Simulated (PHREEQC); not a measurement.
MgCl2 is added in steps, without added water, to 1 kg of water holding 17 mmol/kgw H2SO4, 0.25 mmol/kgw LiCl and 49 mmol/kgw MgSO4, at 20 °C. O2 is buffered at 0.21 atm. CO2 is held at log p = -2 (atm). The run lets Brucite, Nesquehonite, Epsomite precipitate or redissolve, and no other solid.

Base run: PHREEQC, ion-association model, wateq4f.dat. Each further column changes one thing. The table gives pH.

| MgCl2 added (mol) | base | database phreeqc.dat | Debye-Hückel limiting law | all activity coefficients set to 1 |
|---|---|---|---|---|
| 0 | 1.84 | 1.84 | 1.88 | 1.79 |
| 0.007425 | 1.83 | 1.83 | 1.88 | 1.76 |
| 0.01733 | 1.81 | 1.81 | 1.88 | ? |
| 0.02475 | 1.81 | 1.80 | 1.88 | 1.69 |
| 0.03218 | 1.80 | 1.79 | 1.88 | ? |
| 0.04208 | 1.79 | 1.78 | 1.88 | 1.64 |
| 0.0495 | 1.78 | 1.78 | 1.88 | ? |
| 0.05693 | 1.78 | 1.77 | 1.89 | ? |
| 0.06682 | 1.77 | 1.76 | 1.89 | 1.60 |
| 0.07425 | 1.77 | 1.76 | 1.89 | 1.59 |
| 0.08167 | 1.76 | 1.76 | 1.90 | ? |
| 0.09158 | 1.76 | 1.75 | 1.90 | 1.57 |
| 0.099 | 1.75 | 1.75 | 1.91 | 1.57 |

Problem. What belongs in the gaps?

Solution. 
- 0.01733, all activity coefficients set to 1: 1.71
- 0.03218, all activity coefficients set to 1: 1.67
- 0.0495, all activity coefficients set to 1: 1.63
- 0.05693, all activity coefficients set to 1: 1.62
- 0.08167, all activity coefficients set to 1: 1.58

 phreeqc.dat and wateq4f.dat share most of their constants, so their agreement is no independent check.
